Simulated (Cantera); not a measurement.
## S + H₂O + O₂ + NH₃ (abatement and gas-phase synthesis)

Input: 1 mol S, 3.5 mol H₂O, 1 mol O₂, 0.087 mol NH₃, held at 13.3 mbar.

These are equilibrium values from Cantera (NASA tables, ideal gas, pure condensed phases), not measurements of a reactor. Candidate condensed phases: H₂O, H₂SO₄, S; 35 gas species. Gases not in the tables: S₃ to S₇. Equilibrium is a limit: real reactors are often held back by kinetics, nucleation or transport.

From 1148 K to 2448 K nothing is condensed.

```csv
T (K),x H₂O,x SO₂,x H₂,x OH,x H,x O₂,x SO,x O
1148,0.769,0.207,0.00985,2.87e-8,6.16e-8,7.69e-12,0.000135,<1e-12
1248,0.762,0.209,0.0157,2.52e-7,5.06e-7,1.96e-10,0.000342,8.06e-12
1348,0.756,0.211,0.0212,1.67e-6,2.92e-6,3.71e-9,0.000686,2.15e-10
1448,0.752,0.212,0.0246,9.11e-6,1.25e-5,5.94e-8,0.00111,4.12e-9
1548,0.751,0.212,0.0257,4.17e-5,4.27e-5,7.97e-7,0.00153,5.90e-8
1648,0.751,0.212,0.0257,0.000162,0.000124,8.41e-6,0.00195,6.36e-7
1748,0.750,0.211,0.0256,0.000541,0.000317,6.87e-5,0.00240,5.26e-6
1848,0.748,0.211,0.0262,0.00156,0.000743,0.000426,0.00296,3.38e-5
1948,0.741,0.209,0.0288,0.00386,0.00166,0.00184,0.00386,0.000165
2048,0.726,0.206,0.0355,0.00814,0.00365,0.00531,0.00556,0.000605
2148,0.700,0.200,0.0467,0.0150,0.00780,0.0113,0.00845,0.00177
2248,0.659,0.191,0.0621,0.0252,0.0159,0.0198,0.0129,0.00444
2348,0.602,0.178,0.0810,0.0389,0.0304,0.0306,0.0192,0.00988
2448,0.528,0.160,0.101,0.0557,0.0549,0.0429,0.0273,0.0200
```
x: gas mole fraction; nothing condenses.
